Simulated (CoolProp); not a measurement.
Vapour-liquid equilibrium of R13 (1) + isobutane (2) at 265.4 K; x and y are mole fractions of (1).

Computed with CoolProp (multi-fluid Helmholtz-energy mixture model, Platzer 1990 and Bücker 2006; pair parameters Bell 2016). This equation is an older, rougher fit; its heat capacities, sound speeds and derivatives of the liquid may be far off and weren't checked against measurements.

```tsv
x	bubble pressure, mixture model (kPa)	bubble pressure, Raoult's law (kPa)	y, mixture model	y, Raoult's law
0.05	227.4	192.8	0.485	0.418
0.2	[?]	416.6	[?]	0.773
0.35	[?]	640.4	[?]	0.880
0.5	[?]	864.2	[?]	0.932
0.65	[?]	1088	[?]	0.962
0.8	1300	1312	0.957	0.982
0.95	1523	1536	0.988	0.996
```

Complete the blanks.


- 0.2, bubble pressure, mixture model (kPa): 510.2
- 0.2, y, mixture model: 0.782
- 0.35, bubble pressure, mixture model (kPa): 738.0
- 0.35, y, mixture model: 0.860
- 0.5, bubble pressure, mixture model (kPa): 930.8
- 0.5, y, mixture model: 0.900
- 0.65, bubble pressure, mixture model (kPa): 1111
- 0.65, y, mixture model: 0.929

The largest gap from Raoult's law is +22.5 % in bubble pressure, at x = 0.2. No azeotrope shows between x = 0.05 and 0.95.

Pair parameters are fitted to limited data, so mixtures are less certain than the pure fluids. The gap from Raoult's law changes sign with composition, which may be real or a fault of the pair parameters; it wasn't checked against measurements.
